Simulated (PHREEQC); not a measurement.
Make-up at 25 °C: 0.28 mol/kgw (CH3)4NF. Closed to the air; pH follows from the charge balance.

The numbers come from PHREEQC with the ion-association model, phreeqc.dat.

| quantity | before | after |
|---|---|---|
| pH | 8.29 | 8.11 |
| HF2- (mol/kgw) | 1.46e-6 | 6.16e-7 |
| HF (mol/kgw) | 1.38e-6 | 1.15e-6 |

**Question.** Name the change that produced these shifts.
A. (CH3)4NF from 0.28 to 0.308 mol/kgw
B. diluted 2-fold with water
C. 0.068 mol/kgw KOH added
D. temperature from 25 to 65 °C

**Answer.** B, diluted 2-fold with water

No solid was allowed to form. (CH3)4N+ isn't in the database: it is added as a free cation with an ion size of 4 Å.
